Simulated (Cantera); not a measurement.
A closed system holds: 1 mol SF₆, 0.059 mol O₂, 4.9 mol N₂, at 3348 K and 1130 Torr.

These are equilibrium values from Cantera (NASA tables, ideal gas, pure condensed phases), not measurements of a reactor. Candidate condensed phases: S; 35 gas species. Equilibrium is a limit: real reactors are often held back by kinetics, nucleation or transport.

Base state: F 0.501, N₂ 0.420, S 0.0477, SF 0.0119, S₂ 0.00858, SO 0.00754, O 0.00145, SF₂ 0.00102 (mole fractions); condensed: gas only.

Q: What changes in the equilibrium state with this change: pressure from 1130 Torr to 975 Torr?

A: 
```
species   before     after
-------  -------  --------
F          0.501     0.501
N₂         0.420     0.419
S         0.0477    0.0499
SF        0.0119    0.0108
SF₂      0.00102  0.000801
F₂       2.83e-5   2.46e-5
S₂O      1.88e-5   1.67e-5
```
